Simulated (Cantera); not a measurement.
An isothermal, constant-pressure homogeneous reactor starts with C2H6 : N2 = 1 : 33 (molar parts), at 1798 K and 0.133 bar.

Detailed kinetics in Cantera: GRI-Mech 3.0 (53 species, 325 reactions). GRI-Mech 3.0 stops at C3 and has no aromatics, soot or wall deposition, so with more carbon than oxygen in the feed, carbon stays in small species such as C2H2 where larger ones or solid carbon would form.

x: mole fraction; the columns are a selection and need not sum to one.

```tsv
t (s)	x C2H6	x H	x C2H2	x H2	x C2H
0.000300	8.63e-5	0.000827	0.0180	0.0382	3.38e-6
0.000675	1.79e-5	0.000468	0.0227	0.0442	2.08e-6
0.00152	6.42e-6	0.000300	0.0245	0.0468	1.36e-6
0.00342	(withheld)	(withheld)	0.0252	0.0482	(withheld)
0.00770	(withheld)	0.000173	0.0257	0.0493	7.79e-7
0.0173	8.36e-7	0.000168	0.0261	0.0506	7.52e-7
0.0390	4.13e-7	0.000181	0.0266	0.0521	8.00e-7
0.0877	1.38e-7	0.000198	0.0271	0.0536	8.69e-7
0.197	3.18e-8	0.000214	0.0275	0.0546	9.32e-7
0.444	6.05e-9	0.000223	0.0276	0.0551	9.70e-7
1.00	1.10e-9	0.000227	0.0277	0.0553	9.85e-7
```

Task: What belongs in the gaps?

Result: 
- 0.00342, x C2H6: 2.78e-6
- 0.00342, x H: 0.000212
- 0.00342, x C2H: 9.64e-7
- 0.00770, x C2H6: 1.42e-6
